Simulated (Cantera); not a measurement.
An isothermal, constant-pressure homogeneous reactor starts with 0.149 % CO, 1.12 % O₂, 5.59 % H₂O, 93.1 % N₂, equivalence ratio 0.067, at 900 K and 0.987 atm.

Detailed kinetics in Cantera: GRI-Mech 3.0 (53 species, 325 reactions).

Predict: x(CO) at 10.0 s; x(O₂) at 10.0 s; x(H₂O) at 10.0 s; x(OH) at 10.0 s.


| Quantity | Value |
|---|---|
| x(CO) at 10.0 s | 0.00115 (gas-phase equilibrium <1e-12) |
| x(O₂) at 10.0 s | 0.0110 (gas-phase equilibrium 0.0104) |
| x(H₂O) at 10.0 s | 0.0559 (gas-phase equilibrium 0.0559) |
| x(OH) at 10.0 s | 1.18e-8 (gas-phase equilibrium 4.65e-9) |
